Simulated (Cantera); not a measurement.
A closed system holds: 1 mol Pb, 0.0017 mol O₂, 15 mol N₂, held at 1502 °C and 0.000100 bar.

Equilibrium computed with Cantera from the NASA thermochemical tables; the gas is ideal and each condensed phase is pure. Candidate condensed phases: Pb, PbO, PbO₂, Pb₃O₄; 12 gas species. The numbers say what is thermodynamically allowed, not how fast it happens.

Base state: N₂ 0.937, Pb 0.0624, PbO 0.000105, O 3.86e-5, NO 3.66e-5, O₂ 1.62e-5 (mole fractions); condensed: gas only.

Question: What changes in the equilibrium state with this change: 1.9 mol NH₃ added?

Answer: 
```tsv
species	before	after
N₂	0.937	0.801
H₂	0	0.138
Pb	0.0624	0.0502
H	0	0.0107
H₂O	0	0.000170
O₂	1.62e-5	<1e-9
PbO	0.000105	1.10e-7
NO	3.66e-5	4.40e-8
O	3.86e-5	5.02e-8
```
Further candidate phases: H₂O.

Question: What changes in the equilibrium state with this change: 0.32 mol H₂O added?

Answer: 
| species | before | after |
|---|---|---|
| N₂ | 0.937 | 0.917 |
| Pb | 0.0624 | 0.0604 |
| H₂O | 0 | 0.0162 |
| H₂ | 0 | 0.00236 |
| H | 0 | 0.00141 |
| OH | 0 | 0.000600 |
Further candidate phases: H₂O.
